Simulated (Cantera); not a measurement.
A perfectly stirred reactor is fed with CH4 : H2 : CO2 = 0.012 : 1 : 0.019 (molar parts), at 7000 Pa; it is held at 2525 K, and followed from long to short residence time.

Model: GRI-Mech 3.0 (53 species, 325 reactions), integrated in Cantera.

**Question.** What does this change do: pressure from 7000 Pa to 1200 Pa?

**Answer.** 
```csv
quantity,before,after
x(CH4) at τ = 0.590 s,4.93e-6,1.36e-5
x(H2) at τ = 0.590 s,0.872,0.855
x(CO2) at τ = 0.590 s,3.25e-5,3.66e-5
x(CO) at τ = 0.590 s,0.0280,0.0276
x(O) at τ = 0.590 s,9.89e-6,1.44e-5
x(CH4) at τ = 13.0 ms,0.000512,0.00205
x(H2) at τ = 13.0 ms,0.918,0.929
x(CO2) at τ = 13.0 ms,0.000145,0.000863
x(CO) at τ = 13.0 ms,0.0241,0.0189
x(O) at τ = 13.0 ms,3.39e-6,2.17e-6
```
Radical loss at walls, strong at low pressure, is not modelled.
